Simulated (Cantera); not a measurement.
Ignition delay

Mixture: 2.29 % C3H8, 15.3 % O2, 82.4 % N2, at 33000 Pa, adiabatic and at constant volume. Ignition delay is the time to a rise of 400 K.

Computed with Cantera and GRI-Mech 3.0 (53 species, 325 reactions). GRI-Mech 3.0 was tuned for natural gas; its chemistry of propane as a main component is partial and can be far from experiment.

| T0 (K) | delay (ms) |
|---|---|
| 1200 | 11.5 |
| 1300 | 1.86 |
| 1400 | 0.472 |
| 1500 | 0.175 |
| 1600 | 0.0855 |
| 1700 | 0.0503 |

The apparent activation energy between 1500 and 1700 K comes out as 130 kJ/mol.
